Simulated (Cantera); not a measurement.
Gas-phase reforming

An isothermal, constant-pressure homogeneous reactor starts with CH₄ : CO₂ : H₂ = 1 : 0.8 : 1.2 (molar parts), at 1625 K and 0.133 bar.

Computed with Cantera and GRI-Mech 3.0 (53 species, 325 reactions).

```tsv
t (s)	x CH₄	x CO₂	x H₂	x HCO	x CH₂CO
5.00e-6	0.333	0.267	0.400	<1e-12	<1e-12
1.92e-5	0.333	0.267	0.400	<1e-12	<1e-12
7.39e-5	0.333	0.267	0.400	<1e-12	<1e-12
0.000284	0.333	0.267	0.400	1.08e-11	2.03e-12
0.00109	0.333	0.266	0.400	1.22e-9	3.61e-10
0.00420	0.328	0.264	0.401	1.16e-8	3.05e-8
0.0161	0.306	0.249	0.407	1.23e-8	6.60e-7
0.0620	0.240	0.199	0.427	9.07e-9	5.04e-6
0.238	0.118	0.0876	0.443	5.07e-9	2.10e-5
0.916	0.0341	0.0226	0.481	4.35e-9	2.98e-5
3.52	0.0175	0.0161	0.537	4.97e-9	1.54e-5
13.5	0.00976	0.00789	0.596	5.97e-9	3.92e-6
52.0	0.00425	0.00184	0.633	6.79e-9	5.40e-7
200	0.00241	5.17e-5	0.643	7.05e-9	6.87e-8
```
x: mole fraction; the columns are a selection and need not sum to one.

Equilibrium at this temperature and pressure: CH₄ 0.00235, CO₂ 1.21e-7, H₂ 0.644, HCO 7.06e-9, CH₂CO 5.79e-8 (gas phase only).
